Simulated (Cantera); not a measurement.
Abatement and gas-phase synthesis: CS2 + O2 + H2

Charge: 1 mol CS2, 0.028 mol O2, 0.09 mol H2, held at 0.0100 bar.

These are equilibrium values from Cantera (NASA tables, ideal gas, pure condensed phases), not measurements of a reactor. Candidate condensed phases: C, C6H6, C7H8, C8H18, H2O, H2SO4, S; 123 gas species. Gases not in the tables: S3 to S7. Kinetics and transport are ignored.

From 1025 °C to 1425 °C the condensed part is C(graphite). The main C-bearing gas is CS2 throughout.

```tsv
T (°C)	x CS2	x S2	x H2	x CO	x CS	x H2S	x SH	n C(graphite)
1025	0.744	0.126	0.0565	0.0488	0.000394	0.0226	0.000542	0.100
1075	0.740	0.130	0.0608	0.0488	0.000832	0.0181	0.000736	0.102
1125	0.736	0.134	0.0641	0.0488	0.00166	0.0145	0.000971	0.104
1175	0.731	0.137	0.0666	0.0488	0.00317	0.0116	0.00125	0.106
1225	0.726	0.140	0.0685	0.0487	0.00577	0.00939	0.00157	0.107
1275	0.719	0.142	0.0698	0.0486	0.0101	0.00763	0.00194	0.107
1325	0.711	0.144	0.0706	0.0484	0.0170	0.00623	0.00235	0.105
1375	0.699	0.145	0.0710	0.0482	0.0277	0.00511	0.00280	0.101
1425	0.684	0.145	0.0709	0.0478	0.0436	0.00420	0.00328	0.0930
```
x: gas mole fraction; n: condensed amount in mol.
